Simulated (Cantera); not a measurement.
An isothermal, constant-pressure homogeneous reactor starts with H2 : O2 = 0.13 : 1 (molar parts), at 1200 K and 0.00938 atm.

Detailed kinetics in Cantera: the H2/O2 subset of GRI-Mech 3.0, which has no nitrogen chemistry. Radical loss at walls, strong at low pressure, is not modelled. The temperature is held fixed by assumption; the heat of reaction is taken as removed at once.

x: mole fraction; the columns are a selection and need not sum to one.

| t (s) | x H2 | x O2 | x H2O | x H2O2 | x H | x OH | x O |
|---|---|---|---|---|---|---|---|
| 1.00e-5 | 0.115 | 0.885 | 3.93e-12 | <1e-12 | 6.23e-10 | 4.55e-11 | 4.74e-11 |
| 2.55e-5 | 0.115 | 0.885 | 5.78e-11 | <1e-12 | 1.48e-9 | 2.55e-10 | 2.81e-10 |
| 6.52e-5 | 0.115 | 0.885 | 7.66e-10 | <1e-12 | 3.54e-9 | 1.26e-9 | 1.57e-9 |
| 0.000166 | 0.115 | 0.885 | 9.51e-9 | 6.11e-12 | 1.14e-8 | 6.30e-9 | 9.21e-9 |
| 0.000425 | 0.115 | 0.885 | 1.88e-7 | 3.98e-11 | 1.06e-7 | 6.89e-8 | 1.09e-7 |
| 0.00108 | 0.115 | 0.885 | 4.45e-5 | 3.15e-10 | 2.16e-5 | 1.43e-5 | 2.28e-5 |
| 0.00277 | 0.00805 | 0.815 | 0.0857 | ? | 0.0342 | 0.00867 | 0.0488 |
| 0.00707 | 0.00331 | 0.815 | 0.0965 | ? | 0.0261 | 0.00640 | 0.0525 |
| 0.0181 | 0.00259 | 0.832 | 0.104 | 1.40e-7 | 0.0169 | 0.00570 | 0.0390 |
| 0.0461 | 0.00136 | 0.855 | 0.114 | ? | 0.00596 | 0.00417 | 0.0193 |
| 0.118 | 0.000367 | 0.872 | 0.120 | ? | 0.000803 | 0.00218 | 0.00508 |
| 0.300 | 6.29e-5 | 0.877 | 0.121 | ? | 5.66e-5 | 0.000905 | 0.000867 |
| 0.767 | 1.08e-5 | 0.878 | 0.122 | ? | 4.08e-6 | 0.000378 | 0.000150 |
| 1.96 | 2.29e-6 | 0.878 | 0.122 | ? | 4.02e-7 | 0.000175 | 3.20e-5 |
| 5.00 | 5.95e-7 | 0.878 | 0.122 | ? | 5.37e-8 | 8.92e-5 | 8.36e-6 |

Fill in the missing entries.


- 0.00277, x H2O2: 2.02e-7
- 0.00707, x H2O2: 1.27e-7
- 0.0461, x H2O2: 1.52e-7
- 0.118, x H2O2: 1.30e-7
- 0.300, x H2O2: 7.23e-8
- 0.767, x H2O2: 3.09e-8
- 1.96, x H2O2: 1.22e-8
- 5.00, x H2O2: 4.76e-9
